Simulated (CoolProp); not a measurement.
Hexamethyldisiloxane (MM) along the isotherm 57.45 °C: density (kg/m³) from the reference equation and from simpler models built on Tc = 245.6 °C, pc = 1.931 MPa, ω = 0.418; each cubic takes its own stable root.

Values from CoolProp's reference Helmholtz-energy equation of state, Thol 2016.

| p (MPa) | phase | reference |
|---|---|---|
| 0.0966 | liquid | 724.7 |
| 0.193 | liquid | 724.9 |
| 0.29 | liquid | 725.1 |
| 0.386 | liquid | 725.3 |
| 0.483 | liquid | 725.5 |
| 0.579 | liquid | 725.7 |
| 0.676 | liquid | 725.9 |
| 0.772 | liquid | 726.1 |
| 0.869 | liquid | 726.3 |
| 0.966 | liquid | 726.5 |

**Question.** How far does each simpler model (van der Waals, Redlich-Kwong, Soave-Redlich-Kwong, Peng-Robinson) lie from the reference over these 10 states: mean and median of the absolute difference, and the worst?

**Answer.** 
- van der Waals: mean 51.3 %, median 39.6 %, worst -99.2 % at 57.45 °C and 0.0966 MPa
- Redlich-Kwong: mean 11.6 %, median 11.6 %, worst -11.8 % at 57.45 °C and 0.0966 MPa
- Soave-Redlich-Kwong: mean 6.5 %, median 6.5 %, worst -6.5 % at 57.45 °C and 0.0966 MPa
- Peng-Robinson: mean 5.5 %, median 5.5 %, worst +5.6 % at 57.45 °C and 0.966 MPa

At some of these states van der Waals gives the other phase, because its saturation line lies elsewhere.
